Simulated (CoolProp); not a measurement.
Properties of oxygen along the isobar 26900 kPa (Tc = -118.6 °C, pc = 5046 kPa, ω = 0.022).

The numbers come from the reference Helmholtz-energy equation of state, Schmidt 1985 in CoolProp. Above 300 K oxygen's equation is extrapolated.

| T (°C) | phase | cv (kJ/(kg K)) | speed of sound (m/s) | isothermal compressibility (1/MPa) | expansivity (1/kK) | conductivity (mW/(m K)) |
|---|---|---|---|---|---|---|
| -188.45 | liquid | 0.9967 | 1048 | 0.001218 | 3.292 | 175 |
| -153.25 | liquid | 0.8847 | 835.0 | 0.002458 | 4.015 | 134 |
| -118.15 | supercritical | 0.8147 | 642.0 | 0.005556 | 5.355 | 97.3 |
| -82.95 | supercritical | 0.7722 | 489.1 | 0.01325 | 7.162 | 69.9 |
| -47.85 | supercritical | 0.7424 | 411.6 | 0.02399 | 7.501 | 54.3 |
| -12.65 | supercritical | 0.7195 | 393.5 | 0.03001 | 6.153 | 46.7 |
| 22.55 | supercritical | 0.7068 | 398.6 | 0.03212 | 4.856 | 43.5 |
| 57.65 | supercritical | 0.7020 | 410.7 | 0.03287 | 3.955 | 42.7 |

Thermal conductivity comes from a separate model (Lemmon 2004).
